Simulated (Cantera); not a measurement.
## Ammonia decomposition in nitride growth gas

A perfectly stirred reactor is fed with 86.2 % NH3, 13.8 % H2, at 180000 Pa; it is held at 1675 K, and followed from long to short residence time.

Computed with Cantera and the gas-phase N/H chemistry of the illustrative SiF4/NH3 mechanism in the Surface Chemkin manual (1991). Walls and surfaces, which speed up NH3 decomposition in real reactors, are not modelled.

```json
[
 {"τ (s)": "0.57", "x NH3": "0.593", "x H2": "0.334", "x N": "1.26e-8", "x N2H2": "4.24e-7", "x N2H4": "2.55e-7", "x NH2": "0.000113", "x N2": "0.0721"},
 {"τ (s)": "0.29", "x NH3": "0.690", "x H2": "0.264", "x N": "1.28e-8", "x N2H2": "5.74e-7", "x N2H4": "3.25e-7", "x NH2": "0.000128", "x N2": "0.0462"},
 {"τ (s)": "0.14", "x NH3": "0.765", "x H2": "0.209", "x N": "1.26e-8", "x N2H2": "7.11e-7", "x N2H4": "3.84e-7", "x NH2": "0.000139", "x N2": "0.0261"},
 {"τ (s)": "0.072", "x NH3": "0.808", "x H2": "0.178", "x N": "1.23e-8", "x N2H2": "7.98e-7", "x N2H4": "4.19e-7", "x NH2": "0.000145", "x N2": "0.0145"},
 {"τ (s)": "0.036", "x NH3": "0.834", "x H2": "0.159", "x N": "1.20e-8", "x N2H2": "8.50e-7", "x N2H4": "4.39e-7", "x NH2": "0.000148", "x N2": "0.00757"},
 {"τ (s)": "0.018", "x NH3": "0.848", "x H2": "0.148", "x N": "1.17e-8", "x N2H2": "8.74e-7", "x N2H4": "4.48e-7", "x NH2": "0.000150", "x N2": "0.00384"},
 {"τ (s)": "0.0092", "x NH3": "0.855", "x H2": "0.143", "x N": "1.13e-8", "x N2H2": "8.75e-7", "x N2H4": "4.47e-7", "x NH2": "0.000149", "x N2": "0.00195"}
]
```
x: mole fraction; the columns are a selection and need not sum to one.
